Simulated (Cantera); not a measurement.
## Carbon deposition, reforming and gasification: C2H5OH + O2 + H2

Input: 1 mol C2H5OH, 1.1 mol O2, 15 mol H2, equilibrated at 2123.15 K.

These are equilibrium values from Cantera (NASA tables, ideal gas, pure condensed phases), not measurements of a reactor. Candidate condensed phases: C, C6H6, C7H8, C8H18, H2O; 110 gas species. The ideal-gas law is rough above about 30 bar. Rates play no part.

```
P (Pa)     x H2       x H    x CO   x H2O      x OH
--------  -----  --------  ------  ------  --------
10        0.588     0.275  0.0847  0.0466   0.00270
100       0.751    0.0984  0.0937  0.0547  0.000886
1000      0.812    0.0324  0.0970  0.0574  0.000283
10000     0.832    0.0104  0.0981  0.0582   8.97e-5
100000    0.838   0.00329  0.0985  0.0585   2.84e-5
1000000   0.840   0.00104  0.0986  0.0586   8.98e-6
10000000  0.841  0.000329  0.0984  0.0589   2.85e-6
```
x: gas mole fraction; nothing condenses.

From 10.0 Pa to 100 bar nothing is condensed. The main C-bearing gas is CO throughout.
